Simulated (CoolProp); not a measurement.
Vapour-liquid equilibrium of dimethyl carbonate (1) + n-nonane (2) at 112.25 °C; x and y are mole fractions of (1).

Values from CoolProp's multi-fluid Helmholtz-energy mixture model, Zhou 2011 and Lemmon 2006; pair parameters Bell 2016.

| x | bubble pressure (MPa) | y at the bubble point | dew pressure at overall composition x (MPa) | liquid density (mol/L) |
|---|---|---|---|---|
| 0.05 | 0.05510 | 0.436 | 0.03386 | 5.148 |
| 0.125 | 0.08570 | 0.658 | ? | 5.362 |
| 0.2 | 0.1108 | 0.751 | 0.03986 | ? |
| 0.275 | 0.1304 | 0.800 | 0.04372 | 5.844 |
| 0.35 | 0.1450 | 0.830 | 0.04840 | 6.119 |
| 0.425 | 0.1556 | 0.849 | 0.05417 | 6.421 |
| 0.5 | 0.1634 | 0.863 | 0.06149 | 6.756 |
| 0.575 | ? | 0.875 | 0.07105 | 7.130 |
| 0.65 | 0.1742 | ? | 0.08405 | 7.551 |
| 0.725 | 0.1788 | 0.897 | 0.1026 | 8.027 |
| 0.8 | 0.1834 | 0.912 | 0.1304 | 8.569 |
| 0.875 | 0.1882 | 0.933 | 0.1694 | 9.192 |
| 0.95 | ? | 0.967 | 0.1909 | 9.911 |

Question: Complete the blanks.

Answer: 
- 0.125, dew pressure at overall composition x (MPa): 0.03662
- 0.2, liquid density (mol/L): 5.593
- 0.575, bubble pressure (MPa): 0.1693
- 0.65, y at the bubble point: 0.885
- 0.95, bubble pressure (MPa): 0.1930

No azeotrope shows between x = 0.05 and 0.95.

Pair parameters are fitted to limited data, so mixtures are less certain than the pure fluids. With so large a gap from Raoult's law the liquid may split in two, which this calculation doesn't test in full.
